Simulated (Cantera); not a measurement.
Feed: 1 mol n-butane, 0.0074 mol O₂, 19 mol H₂, equilibrated at 2650 K.

Method: chemical equilibrium by Gibbs-energy minimisation in Cantera with the NASA 1993 tables (ideal gas, pure condensed phases). Candidate condensed phases: C, C₆H₆, C₇H₈, C₈H₁₈, H₂O; 110 gas species. The ideal-gas law is rough above about 30 bar. Kinetics and transport are ignored.

log p: log10 of the partial pressure in bar; n: condensed amount in mol.

```
P (Pa)    log p H₂  log p H  log p C₃  log p C₂H₂ (acetylene)  log p CH₄  n C(graphite)
--------  --------  -------  --------  ----------------------  ---------  -------------
10           -5.41    -4.03     -5.66                   -7.32     -14.84              0
56           -4.02    -3.34     -5.35                   -5.73     -11.97           2.43
320          -2.85    -2.76     -5.35                   -4.56      -9.63           3.17
1800         -1.90    -2.28     -5.35                   -3.61      -7.73           3.15
10000            …        …     -5.35                       …          …           3.10
56000        -0.29    -1.47     -5.35                   -1.99      -4.50           3.06
320000        0.48    -1.09     -5.35                   -1.22      -2.95           3.04
1800000          …        …     -5.35                       …          …           2.99
10000000      1.98    -0.34     -5.35                    0.28       0.04           2.73
```

**Question.** Some entries are withheld; supply them.

**Answer.** 
- 10000, log p H₂: -1.07
- 10000, log p H: -1.87
- 10000, log p C₂H₂ (acetylene): -2.78
- 10000, log p CH₄: -6.07
- 1800000, log p H₂: 1.24
- 1800000, log p H: -0.71
- 1800000, log p C₂H₂ (acetylene): -0.47
- 1800000, log p CH₄: -1.44
